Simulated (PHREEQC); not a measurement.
1 kg of water holding 0.0074 mol NaHCO3, 0.32 mol Na2SO4 and 0.22 mol NaCl is evaporated at 25 °C; the solids stay in contact with the brine. CO2 from the air is kept out. The run lets Burkeite, Halite, Mirabilite, Nahcolite, Natron, Thenardite, Trona precipitate or redissolve, and no other solid.

Equilibrium calculation in PHREEQC: Pitzer model, pitzer.dat.

| water left (kg) | ionic strength | water activity | Thenardite (mol) | Mirabilite (mol) | Halite (mol) | Nahcolite (mol) | C in solution (mol/kgw) |
|---|---|---|---|---|---|---|---|
| 1 | 1.19 | 0.981 | 0 | 0 | 0 | 0 | 0.00740 |
| 0.8219 | 1.44 | 0.977 | 0 | 0 | 0 | 0 | 0.00900 |
| 0.6755 | 1.76 | 0.972 | 0 | 0 | 0 | 0 | 0.0110 |
| 0.4563 | 2.60 | 0.959 | 0 | 0 | 0 | 0 | 0.0162 |
| 0.375 | 3.17 | 0.950 | 0 | 0 | 0 | 0 | 0.0197 |
| 0.3082 | 3.85 | 0.940 | 0 | 0 | 0 | 0 | 0.0240 |
| 0.2533 | 4.69 | 0.926 | 0 | 0 | 0 | 0 | … |
| 0.1588 | 6.18 | 0.892 | 0 | 0.0685 | 0 | 0 | 0.0466 |
| 0.1142 | … | 0.872 | 0 | 0.147 | 0 | 0 | 0.0648 |
| 0.07933 | 7.35 | 0.833 | 0 | 0.201 | 0 | 0 | 0.0933 |
| 0.06682 | 8.04 | 0.805 | 0.0602 | 0.157 | 0 | 0 | 0.111 |
| 0.06418 | 7.98 | 0.802 | 0.225 | 0 | 0 | 0 | 0.115 |
| 0.05275 | 7.76 | 0.782 | 0.259 | 0 | 0 | 0 | 0.140 |
| 0.04335 | 7.73 | 0.753 | 0.284 | 0 | 0 | 0 | 0.171 |
| 0.03564 | 7.78 | 0.741 | 0.294 | 0 | 0.0267 | 0.000768 | 0.186 |
| 0.0293 | 7.78 | 0.741 | 0.299 | 0 | 0.0611 | … | 0.186 |
| 0.01978 | 7.78 | 0.741 | 0.306 | 0 | 0.113 | 0.00372 | 0.186 |
| 0.01627 | 7.78 | 0.741 | 0.308 | 0 | 0.132 | 0.00437 | 0.186 |
| 0.01337 | 7.78 | 0.741 | 0.310 | 0 | 0.147 | 0.00491 | 0.186 |
| 0.01099 | 7.78 | 0.741 | 0.312 | 0 | 0.160 | 0.00535 | 0.186 |
| 0.007425 | 7.78 | 0.741 | 0.315 | 0 | 0.180 | 0.00602 | 0.186 |
| 0.006092 | 7.78 | 0.741 | 0.316 | 0 | 0.187 | 0.00627 | 0.186 |
| 0.005011 | 7.78 | 0.741 | 0.316 | 0 | 0.193 | 0.00647 | 0.186 |

Q: Fill in the missing entries.

A: 
- 0.2533, C in solution (mol/kgw): 0.0292
- 0.1142, ionic strength: 6.54
- 0.0293, Nahcolite (mol): 0.00195
